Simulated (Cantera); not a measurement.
**Nitride etching: BN + Cl2**

A closed system holds: 1 mol BN, 9.3 mol Cl2, held at 1330 Pa.

Cantera equilibrium calculation (NASA polynomials, part measured and part estimated; ideal gas, pure solids and liquids). Candidate condensed phases: B, BN; 10 gas species. The tables' values for BCl2, BCl are old estimates; treat these amounts as uncertain. Kinetics and transport are ignored.

| T (°C) | x Cl | x Cl2 | x BCl3 | x N2 | x BCl2 | x BCl |
|---|---|---|---|---|---|---|
| 877 | 0.0215 | 0.819 | 0.106 | 0.0532 | 1.58e-10 | <1e-12 |
| 1027 | 0.0932 | 0.753 | 0.103 | 0.0513 | 7.61e-9 | <1e-12 |
| 1177 | 0.274 | 0.587 | 0.0928 | 0.0464 | 1.67e-7 | 1.06e-11 |
| 1327 | 0.550 | 0.333 | 0.0780 | 0.0390 | 2.23e-6 | 1.04e-9 |
| 1477 | 0.772 | 0.129 | 0.0660 | 0.0330 | 2.36e-5 | 7.27e-8 |
| 1627 | 0.867 | 0.0412 | 0.0607 | 0.0304 | 0.000216 | 3.86e-6 |
| 1777 | 0.898 | 0.0136 | 0.0575 | 0.0296 | 0.00154 | 0.000133 |
x: gas mole fraction; nothing condenses.

From 877 °C to 1777 °C nothing is condensed. The main B-bearing gas is BCl3 throughout.
